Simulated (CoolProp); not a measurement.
A single-stage vapour-compression cycle with isobutene: evaporating at 285.15 K (dew point), condensing at 329.15 K (bubble point), superheat 0 K, subcooling 5 K, compressor efficiency 0.8, no pressure losses. Each further row changes one setting.

Values from CoolProp's reference Helmholtz-energy equation of state, Lemmon 2005. It is a short technical equation, of lower accuracy than the large ones.

```
case                              cooling COP  pressure ratio  discharge temperature (K)  refrigerating effect (kJ/kg)  volumetric capacity (kJ/m³)
--------------------------------  -----------  --------------  -------------------------  ----------------------------  ---------------------------
as stated                                4.39            3.52                      333.3                           278                         1420
evaporating temperature 290.15 K         5.15            2.98                      332.4                           285                         1700
condensing temperature 324.15 K          5.09            3.11                      328.2                           291                         1490
subcooling 10 K                          4.59            3.52                      333.3                           291                         1490
superheat 10 K                           4.44            3.52                      343.2                           295                         1450
compressor efficiency 0.7                3.84            3.52                      337.8                           278                         1420
```
